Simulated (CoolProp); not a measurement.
100 sccm (0 °C, 1 atm) of nitrogen bubbles through liquid hexamethyldisiloxane (MM) at 277.5 K and leaves saturated at a total pressure of 0.0396 MPa (ideal gas phase). Each further row changes one setting.

The numbers come from the reference Helmholtz-energy equation of state, Thol 2016 in CoolProp.

| case | vapour pressure (kPa) | mole fraction of vapour | delivery (mg/min) | delivery (sccm) | change of delivery for a bath 1 K warmer (%) |
|---|---|---|---|---|---|
| as stated | 1.77 | 0.0448 | 34.0 | 4.69 | 6.5 |
| bath temperature 282.5 K | 2.39 | [?] | [?] | 6.41 | 6.3 |
| total pressure 0.0792 MPa | 1.77 | [?] | 16.6 | [?] | [?] |

Question: What belongs in the gaps?

Answer: 
- bath temperature 282.5 K, mole fraction of vapour: 0.0603
- bath temperature 282.5 K, delivery (mg/min): 46.4
- total pressure 0.0792 MPa, mole fraction of vapour: 0.0224
- total pressure 0.0792 MPa, delivery (sccm): 2.29
- total pressure 0.0792 MPa, change of delivery for a bath 1 K warmer (%): 6.4
